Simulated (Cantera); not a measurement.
Feed: 1 mol PbO, 5.2 mol H2, 0.38 mol H2O, equilibrated at 2600 Pa.

Cantera equilibrium calculation (NASA polynomials, part measured and part estimated; ideal gas, pure solids and liquids). Candidate condensed phases: H2O, Pb, PbO, PbO2, Pb3O4; 12 gas species. Equilibrium is a limit: real reactors are often held back by kinetics, nucleation or transport.

**Question.** At 850 °C, list the 3 most abundant gas species with their mole fractions, and the condensed phases.

**Answer.** H2 0.747, H2O 0.246, Pb 0.00703. Condensed: Pb(l).
